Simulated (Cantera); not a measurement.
Feed: 1 mol acetone, 0.033 mol O2, 0.96 mol N2, at 75.0 Torr.

Method: chemical equilibrium by Gibbs-energy minimisation in Cantera with the NASA 1993 tables (ideal gas, pure condensed phases). Candidate condensed phases: C, C6H6, C7H8, C8H18, H2O; 136 gas species. The feed counts by its element totals alone. Equilibrium is a limit: real reactors are often held back by kinetics, nucleation or transport.

x: gas mole fraction; n: condensed amount in mol.

```json
[
 {"T (°C)": "1875", "x H2": "0.583", "x H": "0.0101", "x CO": "0.211", "x N2": "0.186", "x HCN": "0.00834", "x C2H2 (acetylene)": "0.00112", "x HNC": "(withheld)", "n C(graphite)": "1.88"},
 {"T (°C)": "1950", "x H2": "0.577", "x H": "0.0154", "x CO": "0.210", "x N2": "0.184", "x HCN": "0.0106", "x C2H2 (acetylene)": "0.00168", "x HNC": "(withheld)", "n C(graphite)": "1.86"},
 {"T (°C)": "2025", "x H2": "0.569", "x H": "0.0228", "x CO": "0.210", "x N2": "0.182", "x HCN": "0.0131", "x C2H2 (acetylene)": "0.00243", "x HNC": "(withheld)", "n C(graphite)": "1.84"},
 {"T (°C)": "2100", "x H2": "0.558", "x H": "0.0330", "x CO": "0.209", "x N2": "0.179", "x HCN": "0.0160", "x C2H2 (acetylene)": "0.00343", "x HNC": "(withheld)", "n C(graphite)": "1.81"},
 {"T (°C)": "2175", "x H2": "0.544", "x H": "0.0464", "x CO": "0.207", "x N2": "0.176", "x HCN": "0.0192", "x C2H2 (acetylene)": "0.00471", "x HNC": "(withheld)", "n C(graphite)": "1.77"},
 {"T (°C)": "2250", "x H2": "0.527", "x H": "0.0638", "x CO": "0.205", "x N2": "0.172", "x HCN": "0.0226", "x C2H2 (acetylene)": "0.00627", "x HNC": "(withheld)", "n C(graphite)": "1.74"},
 {"T (°C)": "2325", "x H2": "0.505", "x H": "0.0856", "x CO": "0.203", "x N2": "0.168", "x HCN": "0.0261", "x C2H2 (acetylene)": "0.00813", "x HNC": "(withheld)", "n C(graphite)": "1.69"},
 {"T (°C)": "2400", "x H2": "0.480", "x H": "0.112", "x CO": "0.200", "x N2": "0.163", "x HCN": "0.0297", "x C2H2 (acetylene)": "0.0103", "x HNC": "(withheld)", "n C(graphite)": "1.64"},
 {"T (°C)": "2475", "x H2": "0.449", "x H": "0.144", "x CO": "0.197", "x N2": "0.158", "x HCN": "0.0331", "x C2H2 (acetylene)": "0.0126", "x HNC": "(withheld)", "n C(graphite)": "1.57"},
 {"T (°C)": "2550", "x H2": "0.415", "x H": "0.181", "x CO": "0.193", "x N2": "0.152", "x HCN": "0.0363", "x C2H2 (acetylene)": "0.0149", "x HNC": "(withheld)", "n C(graphite)": "1.50"},
 {"T (°C)": "2625", "x H2": "0.377", "x H": "0.222", "x CO": "0.188", "x N2": "0.145", "x HCN": "0.0390", "x C2H2 (acetylene)": "0.0172", "x HNC": "(withheld)", "n C(graphite)": "1.42"}
]
```

**Question.** Fill in the missing entries.

**Answer.** 
- 1875, x HNC: 0.000608
- 1950, x HNC: 0.000864
- 2025, x HNC: 0.00119
- 2100, x HNC: 0.00161
- 2175, x HNC: 0.00211
- 2250, x HNC: 0.00271
- 2325, x HNC: 0.00341
- 2400, x HNC: 0.00418
- 2475, x HNC: 0.00502
- 2550, x HNC: 0.00589
- 2625, x HNC: 0.00677
